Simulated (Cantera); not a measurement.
An isothermal, constant-pressure homogeneous reactor starts with CH4 : H2 = 0.029 : 1 (molar parts), at 1625 K and 0.0132 atm. Integrator tolerance rtol = 1e-08.

Cantera simulation using GRI-Mech 3.0 (53 species, 325 reactions); the numbers are that mechanism's predictions, not measurements. GRI-Mech 3.0 stops at C3 and has no aromatics, soot or wall deposition, so with more carbon than oxygen in the feed, carbon stays in small species such as C2H2 where larger ones or solid carbon would form. Radical loss at walls, strong at low pressure, is not modelled.

**Question.** What does this change do: CH4 0.029 to 0.12 parts?

**Answer.** 
```csv
quantity,before,after
x(CH4) at 30.0 s,0.00232 (gas-phase equilibrium 0.000370),0.00245 (gas-phase equilibrium 0.000662)
x(H2) at 30.0 s,0.984 (gas-phase equilibrium 0.985),0.950 (gas-phase equilibrium 0.951)
x(CH2) at 30.0 s,1.66e-8 (gas-phase equilibrium 2.77e-9),1.84e-8 (gas-phase equilibrium 5.13e-9)
x(CH3) at 30.0 s,2.87e-5 (gas-phase equilibrium 4.66e-6),3.11e-5 (gas-phase equilibrium 8.48e-6)
x(C2H2) at 30.0 s,0.0125 (gas-phase equilibrium 0.0135),0.0472 (gas-phase equilibrium 0.0480)
```

**Question.** What does this change do: pressure from 0.0132 atm to 0.0263 atm?

**Answer.** 
| quantity | before | after |
|---|---|---|
| x(CH4) at 30.0 s | 0.00232 (gas-phase equilibrium 0.000370) | 0.00207 (gas-phase equilibrium 0.000735) |
| x(H2) at 30.0 s | 0.984 (gas-phase equilibrium 0.985) | 0.985 (gas-phase equilibrium 0.985) |
| x(CH2) at 30.0 s | 1.66e-8 (gas-phase equilibrium 2.77e-9) | 7.55e-9 (gas-phase equilibrium 2.75e-9) |
| x(CH3) at 30.0 s | 2.87e-5 (gas-phase equilibrium 4.66e-6) | 1.82e-5 (gas-phase equilibrium 6.54e-6) |
| x(C2H2) at 30.0 s | 0.0125 (gas-phase equilibrium 0.0135) | 0.0127 (gas-phase equilibrium 0.0133) |
